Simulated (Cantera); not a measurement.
Charge: 1 mol Fe, 0.0052 mol H2S, 2.6 mol N2, held at 0.100 bar.

Method: chemical equilibrium by Gibbs-energy minimisation in Cantera with the NASA 1993 tables (ideal gas, pure condensed phases). Candidate condensed phases: Fe, FeS, FeS2, S; 16 gas species. Metal and sulfide melt together well below either melting point, which pure phases cannot show. Mutual solubility and eutectic melting of coexisting phases are not modelled. FeS: taken at fixed stoichiometry. Rates play no part.

### Question
At 1523 K, list the 5 most abundant gas species with their mole fractions, and the condensed phases.

### Answer
N2 0.998, H2 0.00196, S2 0.000226, H2S 3.03e-5, SH 1.18e-5. Condensed: Fe(γ) + FeS(l).
